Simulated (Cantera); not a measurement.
Feed: 1 mol C3H6, 2.3 mol H2O, at 2650 K and 0.510 bar.

Method: chemical equilibrium by Gibbs-energy minimisation in Cantera with the NASA 1993 tables (ideal gas, pure condensed phases). Equilibrium is a limit: real reactors are often held back by kinetics, nucleation or transport.

```csv
species,before,after
H2,0.640,0.879
H,0.0525,0.0615
CO,0.295,0.0414
C2H2 (acetylene),0.0126,0.0173
CH4,2.50e-5,4.72e-5
CH3,3.56e-5,5.73e-5
C4H2,0.000102,0.000141
C2H2 (vinylidene),1.58e-5,2.17e-5
C2H,9.98e-5,0.000117
"C(graphite), mol",0.498,2.74
```
Gas species are given as mole fractions.

Question: Name the change that produced these shifts.
A) H2O from 2.3 to 0.14 mol
B) temperature from 2650 K to 1148 K
C) temperature from 2650 K to 2325 K
D) C3H6 replaced by toluene

Answer: A, H2O from 2.3 to 0.14 mol
